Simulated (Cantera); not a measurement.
A perfectly stirred reactor is fed with H₂ : O₂ : N₂ = 0.85 : 1 : 1.5 (molar parts), at 0.132 atm; it is held at 1400 K, and followed from long to short residence time.

Cantera simulation using the H2/O2 subset of GRI-Mech 3.0, which has no nitrogen chemistry; the numbers are that mechanism's predictions, not measurements. The temperature is held fixed by assumption; the heat of reaction is taken as removed at once.

Question: What does this change do: pressure from 0.132 atm to 0.513 atm?

Answer: 
```tsv
quantity	before	after
x(H₂) at τ = 1.20 s	0.000195	6.11e-5
x(O₂) at τ = 1.20 s	0.196	0.196
x(OH) at τ = 1.20 s	0.00109	0.000413
x(H₂O) at τ = 1.20 s	0.290	0.290
x(H) at τ = 1.20 s	2.73e-5	1.78e-6
x(H₂) at τ = 18.0 ms	0.00308	0.000977
x(O₂) at τ = 18.0 ms	0.195	0.196
x(OH) at τ = 18.0 ms	0.00447	0.00168
x(H₂O) at τ = 18.0 ms	0.283	0.288
x(H) at τ = 18.0 ms	0.00186	0.000124
```
